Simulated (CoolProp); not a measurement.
The fluid at 383.29 K and 2.18 MPa flows at 0.098 m/s in a round tube of 10 mm bore and 45 µm roughness, fully developed (64/Re and Nu = 3.66 if laminar; Colebrook and Gnielinski if turbulent). The same conditions are run with several fluids, on thermodynamics alone (safety and materials aside).

Computed with CoolProp (reference Helmholtz-energy equation of state of each fluid (ethane: Bücker 2006; sulfur hexafluoride: Guder 2009; R134a: Tillner-Roth 1994; R404A: Lemmon 2003)). Blends and air are pseudo-pure fits.

Rank ethane, sulfur hexafluoride, R134a, R404A by Reynolds number, highest first.

sulfur hexafluoride (5450), R134a (5370), R404A (4680), ethane (1770)

```tsv
fluid	Darcy friction factor	pressure drop (Pa/m)	heat-transfer coefficient (W/(m² K))	mass flow (kg/h)
ethane	0.0362	0.386	12.7	0.616
sulfur hexafluoride	0.0414	2.22	44.5	3.10
R134a	0.0415	1.74	46.5	2.42
R404A	0.0427	1.63	41.4	2.20
```

Transport values come from each fluid's own correlations; those of R134a are estimates that may be off by 10 % or more.
